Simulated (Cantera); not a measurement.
# Thermodynamics of oxide etching and cleaning by halides, feed SiO2 + BCl3 + O2

A closed system holds: 1 mol SiO2, 1.2 mol BCl3, 2.4 mol O2, equilibrated at 1075 K and 1.33 mbar.

Cantera equilibrium calculation (NASA polynomials, part measured and part estimated; ideal gas, pure solids and liquids). Candidate condensed phases: B, B2O3, Si, SiO2; 27 gas species. Mutual solubility and eutectic melting of coexisting phases are not modelled. Condensed phases not in the tables: borates and borosilicate glass, alloys, solid solutions and most ternary compounds. Rates play no part.

The x(Cl2) is 0.528, the x(O2) is 0.450 and the x(Cl) is 0.0220. The x(ClO) is 2.77e-5 and the x(BOCl) comes out as 1.05e-6. The n(B2O3(l)) comes out as 0.600 mol and the n(SiO2(β-quartz)) is 1.00 mol. The gas amount is 3.337 mol, the log10 activity of B(s) (absent) comes out as -21.93 and the log10 activity of Si(s) (absent) is -31.62.
